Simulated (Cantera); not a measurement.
# Premixed flame

A freely propagating, adiabatic, planar premixed flame of H2 : O2 : N2 : H2O = 1 : 0.893 : 3.36 : 0.86 (molar parts), equivalence ratio 0.56, unburnt at 500 K and 100000 Pa; multicomponent transport, grid criteria slope 0.08 and curve 0.16, no radiation.

Detailed kinetics in Cantera: the H2/O2 subset of GRI-Mech 3.0, which has no nitrogen chemistry. Burning velocities carry a grid error of a few per cent, more on coarse grids. Lean hydrogen flames are cellular in practice and burn faster than this planar one.

```
z (mm)  T (K)  u (m/s)      x H2    x O2  x H2O       x H       x O     x HO2
------  -----  -------  --------  ------  -----  --------  --------  --------
-1.38     500    0.952     0.161   0.146  0.141     <1e-8     <1e-8   7.08e-8
-0.920    501    0.950     0.157   0.147  0.142     <1e-8     <1e-8   4.71e-7
-0.690    504    0.949     0.151   0.148  0.143     <1e-8     <1e-8   2.94e-6
-0.460    522    0.967     0.134   0.150  0.148     <1e-8   5.06e-8   2.30e-5
-0.230    684     1.23    0.0936   0.147  0.174   2.39e-5   9.71e-6  0.000323
-0.115    937     1.66    0.0631   0.132  0.212  0.000589  0.000207  0.000280
0        1204     2.12    0.0340   0.108  0.258   0.00234   0.00120  0.000149
0.115    1382     2.43    0.0156  0.0895  0.290   0.00316   0.00215   8.94e-5
0.230    1481     2.60   0.00789  0.0807  0.305   0.00253   0.00220   6.17e-5
0.460    1570     2.75   0.00340  0.0758  0.315   0.00110   0.00142   3.55e-5
0.920    1622     2.84   0.00126  0.0745  0.321  0.000250  0.000550   1.53e-5
1.84     1643     2.87  0.000343  0.0743  0.323   3.53e-5  0.000153   4.76e-6
3.68     1649     2.88   9.15e-5  0.0744  0.324   5.14e-6   4.31e-5   1.46e-6
```
x: mole fraction of selected species; z is measured from the peak of heat release.

```
Quantity                     Result
------------------------  ---------
laminar burning velocity  95.4 cm/s
thermal thickness          0.460 mm
peak x(H)                   0.00317
peak x(O)                   0.00227
peak x(HO2)                0.000363
grid points                     106
```
